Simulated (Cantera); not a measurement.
# SiHCl3 + CH4 + H2 (silicon carbide growth)

Input: 1 mol SiHCl3, 0.011 mol CH4, 1400 mol H2, held at 2550 K and 18.8 Torr.

Equilibrium computed with Cantera from the NASA thermochemical tables; the gas is ideal and each condensed phase is pure. Candidate condensed phases: C, C6H6, C7H8, C8H18, Si, SiC; 109 gas species. Rates play no part.

x(H2): 0.819
x(H): 0.179
x(HCl): 0.00169
x(Si): 0.000624
x(Cl): 0.000259
x(SiH): 2.19e-5
x(C2H2 (acetylene)): 3.18e-6
x(SiH2): 2.28e-6
gas amount: 1541 mol
log10 activity of C(graphite) (absent): -1.77
log10 activity of Si(l) (absent): -2.64
